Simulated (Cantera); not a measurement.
Cantera run:

```python
import numpy as np
import cantera as ct

gas_names = """
    H HNO HNO2 HNO3 HO2 H2 H2O H2O2 N NH NH2 NH3 NH2OH NO NO2 NO3 N2 N2H2 N2H4 N2O O OH O2 O3 Si SiH
    SiH2 SiH3 SiH4 SiN SiO SiO2 Si2 Si2N Si3
""".split()
cond_names = """
    H2O(s) H2O(L) Si(cr) Si(L) SiO2(Lqz) SiO2(hqz) SiO2(L) Si2N2O(s) Si3N4(a)
""".split()


def load(file, names, dense=False):
    # The tables refer to 1 bar. Condensed volumes are neglected.
    table = {s.name: s for s in ct.Species.list_from_file(file)}
    out = []
    for n in names:
        d = dict(table[n].input_data)
        d["thermo"] = dict(d["thermo"], **{"reference-pressure": 1e5})
        if dense:
            d["equation-of-state"] = {"model": "constant-volume", "density": "1e6 g/cm^3"}
        out.append(ct.Species.from_dict(d))
    return out


gas = ct.Solution(thermo="ideal-gas", species=load("nasa_gas.yaml", gas_names))
cond = {s.name: ct.Solution(thermo="fixed-stoichiometry", species=[s], name=s.name)
        for s in load("nasa_condensed.yaml", cond_names, dense=True)}
atoms = {
    'Si3N4': {'Si': 3, 'N': 4},
    'H2O': {'H': 2, 'O': 1},
    'N2': {'N': 2},
}
top_T = {'Si2N2O(s)': 2100, 'Si3N4(a)': 2400}  # K; cautious upper limits of use, not melting points


def equilibrate(T, P, feed):
    n = {}
    for name, mol in feed.items():
        for a, k in atoms[name].items():
            n[a] = n.get(a, 0.0) + k * mol
    gas.TPX = T, P, n
    mass = sum(n.values()) * gas.mean_molecular_weight
    gas.equilibrate("TP")
    valid = [c for c in cond.values() if c.min_temp <= T <= top_T.get(c.name, c.max_temp)]
    mix = ct.Mixture([(gas, mass / gas.mean_molecular_weight)] + [(c, 0.0) for c in valid])
    mix.T, mix.P = T, P
    mix.equilibrate("TP", solver="vcs", rtol=1e-11, max_steps=5000)
    return mix


results = []
feed = {'Si3N4': 1, 'H2O': 0.0014, 'N2': 53}  # mol
P = 160  # Pa
for T in [1223, 1323, 1423, 1523, 1623, 1723, 1823, 1923]:
    mix = equilibrate(T, P, feed)
    results.append((T, P, feed, dict(zip(mix.species_names, mix.species_moles))))

top = {s: max(r[3][s] / sum(r[3][g] for g in gas_names) for r in results) for s in gas_names}
cols = sorted((s for s in top if top[s] > 1e-05), key=lambda s: -top[s])[:9]
seen = [c for c in cond_names if any(r[3].get(c, 0) > 1e-12 for r in results)]
print("log10 of partial pressures in bar; condensed amounts in mol")
print(f"{'T/K':>10s}" + "".join(f"{s[:9]:>10s}" for s in cols + seen))
for T, P, feed, n in results:
    ng = sum(n[g] for g in gas_names)
    print(f"{T:10.4g}" + "".join(f"{np.log10(max(n[s] / ng * P / 1e5, 1e-99)):10.3f}" for s in cols)
          + "".join(f"{n.get(c, 0):10.4g}" for c in seen))
```

Result:

```
log10 of partial pressures in bar; condensed amounts in mol
       T/K        N2        Si      Si2N       SiN       Si2         H       SiO        H2       Si3     Si(L) Si2N2O(s)  Si3N4(a)
      1223    -2.796   -14.456   -18.085   -15.116   -21.372   -10.209   -11.149    -7.374   -25.389         0    0.0014    0.9991
      1323    -2.796   -12.218   -15.231   -13.135   -17.901    -9.488    -9.270    -7.376   -20.990         0  0.001382    0.9991
      1423    -2.796   -10.298   -12.785   -11.437   -14.925    -8.868    -7.662    -7.381   -17.221         0 0.0006779    0.9993
      1523    -2.796    -8.634   -10.666    -9.965   -12.347    -8.335    -7.374    -7.398   -13.958         0         0    0.9995
      1623    -2.796    -7.178    -8.815    -8.678   -10.092    -7.884    -7.374    -7.447   -11.108         0         0    0.9987
      1723    -2.796    -6.007    -7.411    -7.656    -8.332    -7.532    -7.390    -7.587    -8.936     2.961         0         0
      1823    -2.797    -5.355    -6.941    -7.136    -7.544    -7.285    -7.391    -7.843    -8.172     2.833         0         0
      1923    -2.801    -4.770    -6.522    -6.672    -6.839    -7.162    -7.395    -8.272    -7.491     2.367         0         0
```

These are equilibrium values from Cantera (NASA tables, ideal gas, pure condensed phases), not measurements of a reactor. Mutual solubility and eutectic melting of coexisting phases are not modelled. The tables' values for SiN are old estimates; treat these amounts as uncertain.
